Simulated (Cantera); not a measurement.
# Reactions in the system C-Ca-H-O

Cantera with NASA thermochemical tables; ideal gases at 1 bar, condensed phases pure. Values are per mole of reaction as written; species without (g) are pure solids or liquids, kept so even where they would boil at 1 bar.

C2H6(g) + 3 Ca(OH)2 = 2 C + 3 Ca(g) + 6 H2O(g)

```json
[
 {"T (K)": "623", "ΔH° (kJ)": "2099.8", "ΔS° (J/K)": "1076.2", "ΔG° (kJ)": "1429.3", "log10 K": "-119.84"},
 {"T (K)": "673", "ΔH° (kJ)": "2094.7", "ΔS° (J/K)": "1068.3", "ΔG° (kJ)": "1375.7", "log10 K": "-106.77"},
 {"T (K)": "723", "ΔH° (kJ)": "2089.3", "ΔS° (J/K)": "1060.7", "ΔG° (kJ)": "1322.5", "log10 K": "-95.54"},
 {"T (K)": "773", "ΔH° (kJ)": "2083.8", "ΔS° (J/K)": "1053.3", "ΔG° (kJ)": "1269.6", "log10 K": "-85.79"},
 {"T (K)": "823", "ΔH° (kJ)": "2078.2", "ΔS° (J/K)": "1046.2", "ΔG° (kJ)": "1217.1", "log10 K": "-77.25"},
 {"T (K)": "873", "ΔH° (kJ)": "2072.3", "ΔS° (J/K)": "1039.3", "ΔG° (kJ)": "1165.0", "log10 K": "-69.70"}
]
```
